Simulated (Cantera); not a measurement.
Input (Python, Cantera):

```python
import numpy as np
import cantera as ct

gas = ct.Solution("gri30.yaml")
gas.TPX = 675, 120000, {'C3H8': 1, 'O2': 3.85, 'N2': 14.5, 'H2O': 3.2}
flame = ct.FreeFlame(gas, width=0.035)
flame.set_refine_criteria(ratio=3, slope=0.08, curve=0.16)
flame.transport_model = "unity-Lewis-number"
flame.solve(loglevel=0, auto=True)
z, T = flame.grid, flame.T
thick = (T[-1] - T[0]) / np.gradient(T, z).max()
show = ['C3H8', 'O2', 'H2O', 'C2H2', 'HCO', 'CH2CO']
print(f"laminar burning velocity  {flame.velocity[0] * 100:.3f} cm/s")
print(f"burnt temperature         {T[-1]:.1f} K")
print(f"thermal thickness         {thick * 1e3:.4f} mm")
print(f"grid points               {len(z)}")
z0 = z[flame.heat_release_rate.argmax()]
print(f"{'z/mm':>9s}{'T/K':>9s}{'u/(m/s)':>9s}" + "".join(f"{s:>11s}" for s in show))
rows = []
for k in (-3, -2, -1.5, -1, -0.5, -0.25, 0, 0.25, 0.5, 1, 2, 4, 8):
    zz = z0 + k * thick
    rows.append([k * thick, np.interp(zz, z, T), np.interp(zz, z, flame.velocity),
                 *(np.interp(zz, z, flame.X[gas.species_index(s)]) for s in show)])
    print(f"{rows[-1][0] * 1e3:9.3f}{rows[-1][1]:9.1f}{rows[-1][2]:9.3f}" + "".join(f"{x:11.3e}" for x in rows[-1][3:]))
```

It prints:

```
laminar burning velocity  74.836 cm/s
burnt temperature         2156.5 K
thermal thickness         0.3867 mm
grid points               136
     z/mm      T/K  u/(m/s)       C3H8         O2        H2O       C2H2        HCO      CH2CO
   -1.160    675.8    0.749  4.431e-02  1.706e-01  1.420e-01  2.118e-06  3.063e-16  8.457e-07
   -0.773    681.5    0.756  4.403e-02  1.699e-01  1.424e-01  1.723e-05  2.844e-14  6.877e-06
   -0.580    700.2    0.778  4.313e-02  1.675e-01  1.439e-01  6.715e-05  1.209e-12  2.681e-05
   -0.387    789.0    0.884  3.881e-02  1.562e-01  1.511e-01  3.056e-04  1.792e-10  1.220e-04
   -0.193   1143.5    1.327  2.139e-02  1.101e-01  1.801e-01  1.276e-03  1.198e-07  5.103e-04
   -0.097   1476.9    1.772  6.413e-03  6.685e-02  2.071e-01  2.226e-03  7.979e-06  8.159e-04
    0.000   1808.2    2.223  1.053e-04  2.591e-02  2.318e-01  2.392e-03  3.156e-05  3.977e-04
    0.097   1950.0    2.405  3.743e-08  8.655e-03  2.389e-01  4.781e-04  7.613e-06  3.556e-05
    0.193   1993.0    2.454  3.390e-12  4.360e-03  2.391e-01  4.165e-05  8.457e-07  2.116e-06
    0.387   2034.0    2.497  2.279e-18  2.500e-03  2.399e-01  5.304e-07  1.648e-07  2.213e-08
    0.773   2076.8    2.541  2.252e-27  1.391e-03  2.432e-01  6.480e-10  1.084e-07  2.569e-11
    1.547   2113.1    2.578  3.398e-34  6.259e-04  2.468e-01  2.088e-13  6.683e-08  7.879e-15
    3.094   2137.1    2.602  9.934e-38  2.327e-04  2.492e-01  1.356e-16  3.895e-08  3.271e-16
```

Cantera simulation using GRI-Mech 3.0 (53 species, 325 reactions); the numbers are that mechanism's predictions, not measurements. GRI-Mech 3.0 was tuned for natural gas; its chemistry of propane as a main component is partial and can be far from experiment. Unity Lewis numbers drop preferential diffusion, which matters most where H2 and H carry the flame. Burning velocities carry a grid error of a few per cent, more on coarse grids.
